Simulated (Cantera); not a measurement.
Input: 1 mol CuO, 3.2 mol H₂, 16 mol N₂, at 1330 Pa.

Equilibrium computed with Cantera from the NASA thermochemical tables; the gas is ideal and each condensed phase is pure. Candidate condensed phases: Cu, CuO, Cu(OH)₂, Cu₂O, H₂O; 27 gas species. The numbers say what is thermodynamically allowed, not how fast it happens. All values below are at 1202 °C.

Base state: N₂ 0.833, H₂ 0.115, H₂O 0.0521, Cu 0.000402, H 3.80e-5 (mole fractions); condensed: Cu(l).

**Question.** What changes in the equilibrium state with this change: pressure from 1330 Pa to 30.0 Pa?

**Answer.** 
```tsv
species	before	after
N₂	0.833	0.818
H₂	0.115	0.112
H₂O	0.0521	0.0511
Cu	0.000402	0.0179
H	3.80e-5	0.000251
Cu(l), mol	0.992	0.651
```
